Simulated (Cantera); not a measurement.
Input: 1 mol SiH₂Cl₂, 0.005 mol Cl₂, 25 mol H₂, at 1325 K.

Equilibrium computed with Cantera from the NASA thermochemical tables; the gas is ideal and each condensed phase is pure. Candidate condensed phases: Si; 19 gas species. Equilibrium is a limit: real reactors are often held back by kinetics, nucleation or transport.

Q: What share of the Si ends up in condensed phases as a function of P (Pa), at 100, 350, 1300, 4500, 16000, 56000, 200000?

A: 
| P (Pa) | Si condensed (%) | as |
|---|---|---|
| 100 | 75.0 | Si(s) |
| 350 | 74.8 | Si(s) |
| 1300 | 74.3 | Si(s) |
| 4500 | 73.4 | Si(s) |
| 16000 | 71.3 | Si(s) |
| 56000 | 67.6 | Si(s) |
| 200000 | 62.2 | Si(s) |
